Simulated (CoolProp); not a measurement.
Vapour-liquid equilibrium of ethylene (1) + ethane (2) at 0.0099 MPa; x and y are mole fractions of (1).

The numbers come from the multi-fluid Helmholtz-energy mixture model, Smukala 2000 and Bücker 2006; pair parameters Bell 2016 in CoolProp.

Task: Give the bubble temperature and the first vapour's composition at x = 0.05, 0.5, 0.8. Is there an azeotrope?

Result: x = 0.05: 148.9 K, y = 0.156; x = 0.5: 142.2 K, y = 0.743; x = 0.8: 139.6 K, y = 0.918. No azeotrope shows between x = 0.05 and 0.95.

Pair parameters are fitted to limited data, so mixtures are less certain than the pure fluids.
